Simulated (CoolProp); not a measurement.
Model: reference Helmholtz-energy equation of state, Thol 2017, in CoolProp.

For octamethyltrisiloxane (MDM), give the phase and the cp (kJ/(kg K)), speed of sound (m/s) at 489.2 K and 26.2 kPa.


- 489.2 K and 26.2 kPa: gas; cp 1.91, speed of sound 131
